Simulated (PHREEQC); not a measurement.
Solution (20 °C): 0.5 mmol/kgw K3PO4. Closed to the air; pH follows from the charge balance.

The numbers come from PHREEQC with the ion-association model, phreeqc.dat.

- pH: 10.83
- ionic strength: 0.00203 mol/kgw
- specific conductance: 221 µS/cm
- total alkalinity: 1.00 meq/kg

| species | molality | activity | log γ |
|---|---|---|---|
| K+ | 0.00150 | 0.00143 | -0.022 |
| OH- | 0.000483 | 0.000460 | -0.022 |
| HPO4-2 | 0.000482 | 0.000396 | -0.085 |
| PO4-3 | 1.69e-5 | 1.08e-5 | -0.194 |
| KHPO4- | 1.16e-6 | 1.10e-6 | -0.021 |
| H2PO4- | 1.03e-7 | 9.78e-8 | -0.021 |

This is a speciation only: nothing precipitates in the calculation. Species that the database lacks are ignored.
